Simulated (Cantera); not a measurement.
Input: 1 mol SiH2Cl2, 1.3 mol NH3, 43 mol H2, equilibrated at 1673 K.

These are equilibrium values from Cantera (NASA tables, ideal gas, pure condensed phases), not measurements of a reactor. Candidate condensed phases: NH4Cl, Si, Si3N4; 28 gas species. Mutual solubility and eutectic melting of coexisting phases are not modelled. Gases not in the tables: Si2H6 and higher silanes. Rates play no part.

Question: What share of the Si ends up in condensed phases as a function of P (Pa), at 5, 36, 260, 1900, 14000, 100000?

Answer: 
| P (Pa) | Si condensed (%) | as |
|---|---|---|
| 5 | 36.9 | Si(s) |
| 36 | 73.3 | Si(s) |
| 260 | 78.6 | Si(s) |
| 1900 | 79.4 | Si(s) |
| 14000 | 79.5 | Si(s) + Si3N4(s) |
| 100000 | 84.3 | Si3N4(s) |
